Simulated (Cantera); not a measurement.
A Cantera script and what it prints.

```python
import numpy as np
import cantera as ct

gas_names = """
    CL CL2 H HCL H2 Si SiCL SiCL2 SiCL3 SiCL4 SiH SiHCL3 SiH2 SiH2CL2 SiH3 SiH3CL SiH4 Si2 Si3
""".split()
cond_names = """
    Si(cr) Si(L)
""".split()


# ... load() reads the species with a 1 bar reference pressure and builds the phases ...
atoms = {
    'SiH2Cl2': {'Si': 1, 'H': 2, 'CL': 2},
    'HCl': {'H': 1, 'CL': 1},
    'H2': {'H': 2},
}
top_T = {}  # K; cautious upper limits of use, not melting points


# ... equilibrate(T, P, feed) seeds the gas with the atoms and calls Mixture.equilibrate('TP', solver="vcs", rtol=1e-11, max_steps=5000) ...
results = []
feed = {'SiH2Cl2': 1, 'HCl': 0.46, 'H2': 2.9}  # mol
T = 1725  # K
P = 16000  # Pa
mix = equilibrate(T, P, feed)
results.append((T, P, feed, dict(zip(mix.species_names, mix.species_moles))))
x = sorted(zip(gas.X, gas.species_names), reverse=True)
print(f"T = {T:g} K  P = {P:g} Pa  gas = {mix.phase_moles(0):.4g} mol")
print("   x: " + "  ".join(f"{s} {v:.3e}" for v, s in x if v > 1e-05))
print("   condensed (mol): " + ("  ".join(f"{mix.phase(i).name} {mix.phase_moles(i):.4g}"
      for i in range(1, mix.n_phases) if mix.phase_moles(i) > 1e-12) or "none"))
```

Result:

```
T = 1725 K  P = 16000 Pa  gas = 5.333 mol
   x: H2 6.917e-01  HCL 1.642e-01  SiCL2 1.344e-01  SiCL3 7.562e-03  SiCL4 7.953e-04  SiHCL3 6.937e-04  H 3.862e-04  SiH2CL2 1.066e-04  CL 7.098e-05  SiCL 6.899e-05  SiH2 1.193e-05
   condensed (mol): Si(L) 0.2339
```

Method: chemical equilibrium by Gibbs-energy minimisation in Cantera with the NASA 1993 tables (ideal gas, pure condensed phases). The tables' values for SiCl3, SiCl are old estimates; treat these amounts as uncertain. Gases not in the tables: Si2H6 and higher silanes.
